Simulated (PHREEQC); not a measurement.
A PHREEQC speciation (ion-association model, phreeqc.dat) at 24 °C gives pH 1.67 and these molalities:

| species | mol/kgw |
|---|---|
| H3BO3 | 0.0613 |
| H+ | 0.0244 |
| BF4- | 0.0207 |
| HF | 0.00349 |
| BF3OH- | 0.00213 |
| BF2(OH)2- | 0.000800 |
| SiF6-2 | 0.000310 |
| H4SiO4 | 0.000260 |
| F- | 0.000129 |
| BF(OH)3- | 3.12e-6 |
| HF2- | 1.72e-6 |

Question: What are the element totals, and what could have been dissolved in 1 kg of water to give them?

Answer: Several could match; the one computed here: totals B 0.0850, F 0.0964, Si 0.000570 mol/kgw, from 0.093 mol HF, 0.00057 mol H2SiF6 and 0.085 mol H3BO3 per kg of water.

This is a speciation only: nothing precipitates in the calculation. Examples of supersaturated solids here: Quartz (slow to form). Others may be too. SiF6-2 is the database's only silicon fluoride. Real BF4- forms and hydrolyses slowly; the run takes it at equilibrium.
